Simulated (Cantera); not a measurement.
Cantera run:

```python
import numpy as np
import cantera as ct

gas_names = """
    S2
""".split()
cond_names = """
    NiS2(s) NiS2(L) NiS(b) NiS(a) NiS(L) S(cr1) S(cr2) S(L) Ni3S4(s)
""".split()


# ... load() reads the species with a 1 bar reference pressure and builds the phases ...
species = {s.name: s for s in load("nasa_gas.yaml", gas_names) + load("nasa_condensed.yaml", cond_names)}
# Each term lists the table entries of one substance; the one whose range holds T is used.
reactions = {
    'NiS2 = NiS + S':
        [(-1, ['NiS2(s)', 'NiS2(L)']), (1, ['NiS(b)', 'NiS(a)', 'NiS(L)']), (1, ['S(cr1)', 'S(cr2)', 'S(L)'])],
    'S2(g) + Ni3S4 = 3 NiS2':
        [(-1, ['S2']), (-1, ['Ni3S4(s)']), (3, ['NiS2(s)', 'NiS2(L)'])],
}


def pick(names, T):
    return next(species[n] for n in names if species[n].thermo.min_temp <= T <= species[n].thermo.max_temp)


results = []
for label, terms in reactions.items():
    print(label)
    print("     T/K   dH/kJ  dS/(J/K)   dG/kJ   log10 K")
    for T in [300, 350, 375, 400, 425, 450, 475, 500]:
        used = [(nu, pick(names, T)) for nu, names in terms]
        dH = sum(nu * s.thermo.h(T) for nu, s in used) / 1e6
        dS = sum(nu * s.thermo.s(T) for nu, s in used) / 1e3
        dG = dH - T * dS / 1e3
        logK = -dG * 1e6 / (ct.gas_constant * T * np.log(10))
        results.append((label, T, dH, dS, dG, logK, [s.name for _, s in used]))
        print(f"{T:8g} {dH:8.1f} {dS:8.1f} {dG:8.1f} {logK:8.2f}")
```

It prints:

```
NiS2 = NiS + S
     T/K   dH/kJ  dS/(J/K)   dG/kJ   log10 K
     300     43.5     13.1     39.6    -6.89
     350     43.5     13.1     38.9    -5.81
     375     44.0     14.3     38.6    -5.38
     400     45.8     19.2     38.2    -4.99
     425     46.2     20.0     37.7    -4.63
     450     46.6     21.0     37.2    -4.32
     475     47.1     22.0     36.6    -4.03
     500     47.6     23.0     36.1    -3.77
S2(g) + Ni3S4 = 3 NiS2
     T/K   dH/kJ  dS/(J/K)   dG/kJ   log10 K
     300   -221.4   -198.8   -161.8    28.16
     350   -220.8   -197.0   -151.9    22.66
     375   -220.6   -196.4   -146.9    20.47
     400   -220.4   -196.0   -142.0    18.55
     425   -220.4   -195.8   -137.1    16.86
     450   -220.3   -195.7   -132.3    15.35
     475   -220.3   -195.8   -127.4    14.01
     500   -220.4   -195.9   -122.5    12.79
```

Source: NASA polynomial tables (part measured, part estimated), evaluated in Cantera. Condensed species are held in their standard states even where they would react or evaporate.
